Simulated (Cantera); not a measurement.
An adiabatic, constant-volume homogeneous reactor starts with 8.82 % CH4, 19.1 % O2, 72.0 % N2, at 1400 K and 21.0 bar.

Computed with Cantera and GRI-Mech 3.0 (53 species, 325 reactions). The pressure lies above the range GRI-Mech 3.0 was tuned for (to about 10 atm). Above 3000 K some thermodynamic fits are extrapolated.

**Question.** Predict: time of steepest temperature rise; temperature at 4.00 s; equilibrium temperature; x(O2) at 4.00 s; x(NO) at 4.00 s; x(H2O2) at 4.00 s.

**Answer.** 
| Property | Result |
|---|---|
| time of steepest temperature rise | 0.221 ms |
| temperature at 4.00 s | 3085 K |
| equilibrium temperature | 3085 K |
| x(O2) at 4.00 s | 0.0201 (gas-phase equilibrium 0.0201) |
| x(NO) at 4.00 s | 0.0154 (gas-phase equilibrium 0.0154) |
| x(H2O2) at 4.00 s | 2.93e-6 (gas-phase equilibrium 2.93e-6) |
